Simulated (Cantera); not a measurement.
Cantera run:

```python
import numpy as np
import cantera as ct

gas_names = """
    CL CL2 H HCL H2 Si SiCL SiCL2 SiCL3 SiCL4 SiH SiHCL3 SiH2 SiH2CL2 SiH3 SiH3CL SiH4 Si2 Si3
""".split()
cond_names = """
    Si(cr) Si(L)
""".split()


def load(file, names, dense=False):
    # The tables refer to 1 bar. Condensed volumes are neglected.
    table = {s.name: s for s in ct.Species.list_from_file(file)}
    out = []
    for n in names:
        d = dict(table[n].input_data)
        d["thermo"] = dict(d["thermo"], **{"reference-pressure": 1e5})
        if dense:
            d["equation-of-state"] = {"model": "constant-volume", "density": "1e6 g/cm^3"}
        out.append(ct.Species.from_dict(d))
    return out


gas = ct.Solution(thermo="ideal-gas", species=load("nasa_gas.yaml", gas_names))
cond = {s.name: ct.Solution(thermo="fixed-stoichiometry", species=[s], name=s.name)
        for s in load("nasa_condensed.yaml", cond_names, dense=True)}
atoms = {
    'SiCl4': {'Si': 1, 'CL': 4},
    'HCl': {'H': 1, 'CL': 1},
    'H2': {'H': 2},
}
top_T = {}  # K; cautious upper limits of use, not melting points


def equilibrate(T, P, feed):
    n = {}
    for name, mol in feed.items():
        for a, k in atoms[name].items():
            n[a] = n.get(a, 0.0) + k * mol
    gas.TPX = T, P, n
    mass = sum(n.values()) * gas.mean_molecular_weight
    gas.equilibrate("TP")
    valid = [c for c in cond.values() if c.min_temp <= T <= top_T.get(c.name, c.max_temp)]
    mix = ct.Mixture([(gas, mass / gas.mean_molecular_weight)] + [(c, 0.0) for c in valid])
    mix.T, mix.P = T, P
    mix.equilibrate("TP", solver="vcs", rtol=1e-11, max_steps=5000)
    return mix


results = []
feed = {'SiCl4': 1, 'HCl': 3, 'H2': 0.88}  # mol
T = 1348.15  # K
P = 260000  # Pa
mix = equilibrate(T, P, feed)
results.append((T, P, feed, dict(zip(mix.species_names, mix.species_moles))))
x = sorted(zip(gas.X, gas.species_names), reverse=True)
print(f"T = {T:g} K  P = {P:g} Pa  gas = {mix.phase_moles(0):.4g} mol")
print("   x: " + "  ".join(f"{s} {v:.3e}" for v, s in x if v > 0.001))
print("   condensed (mol): " + ("  ".join(f"{mix.phase(i).name} {mix.phase_moles(i):.4g}"
      for i in range(1, mix.n_phases) if mix.phase_moles(i) > 1e-12) or "none"))
```

Result:

```
T = 1348.15 K  P = 260000 Pa  gas = 4.886 mol
   x: HCL 6.197e-01  SiCL4 1.991e-01  H2 1.756e-01  SiHCL3 3.205e-03  SiCL3 2.241e-03
   condensed (mol): none
```

These are equilibrium values from Cantera (NASA tables, ideal gas, pure condensed phases), not measurements of a reactor. The tables' values for SiCl3 are old estimates; treat these amounts as uncertain.
